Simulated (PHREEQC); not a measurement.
Dissolve 0.065 mol/kgw HNO3, 0.00063 mol/kgw AlCl3 and 0.0071 mol/kgw MnSO4 at 19 °C. Closed to the air; pH follows from the charge balance.

All values are PHREEQC results (ion-association model, phreeqc.dat), not measurements.

| quantity | before | after |
|---|---|---|
| pH | 1.30 | 2.02 |
| ionic strength (mol/kgw) | 0.0853 | 0.0348 |
| Mn+2 (mol/kgw) | 0.00669 | 0.00609 |
| HSO4- (mol/kgw) | 0.00444 | 0.00190 |
| SO4-2 (mol/kgw) | 0.00206 | 0.00378 |
| Al+3 (mol/kgw) | 0.000393 | 0.000209 |
| SI of Gibbsite (Al(OH)3) | -8.68 | -6.64 |
| SI of Pyrochroite (Mn(OH)2) | -15.16 | -13.66 |

Which change was made?
A. MnSO4 from 0.0071 to 0.00355 mol/kgw
B. HNO3 from 0.065 to 0.013 mol/kgw
C. diluted 100-fold with water
D. AlCl3 from 0.00063 to 6.3e-05 mol/kgw
E. diluted 5-fold with water

B, HNO3 from 0.065 to 0.013 mol/kgw

Precipitation was switched off in this run.
